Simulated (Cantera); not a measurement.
An isothermal, constant-pressure homogeneous reactor starts with C2H6 : N2 = 1 : 7.9 (molar parts), at 1725 K and 0.970 bar.

Detailed kinetics in Cantera: GRI-Mech 3.0 (53 species, 325 reactions). GRI-Mech 3.0 stops at C3 and has no aromatics, soot or wall deposition, so with more carbon than oxygen in the feed, carbon stays in small species such as C2H2 where larger ones or solid carbon would form.

Problem. Predict: x(C2H6) at 300 s; x(HCN) at 300 s; x(H) at 300 s; x(C2H2) at 300 s; x(H2) at 300 s; x(C2H) at 300 s.

Solution. 
- x(C2H6) at 300 s: 2.14e-7 (gas-phase equilibrium 1.00e-7)
- x(HCN) at 300 s: 0.000310 (gas-phase equilibrium 0.0985)
- x(H) at 300 s: 8.05e-5 (gas-phase equilibrium 8.08e-5)
- x(C2H2) at 300 s: 0.0901 (gas-phase equilibrium 0.0416)
- x(H2) at 300 s: 0.180 (gas-phase equilibrium 0.181)
- x(C2H) at 300 s: 2.53e-7 (gas-phase equilibrium 1.16e-7)
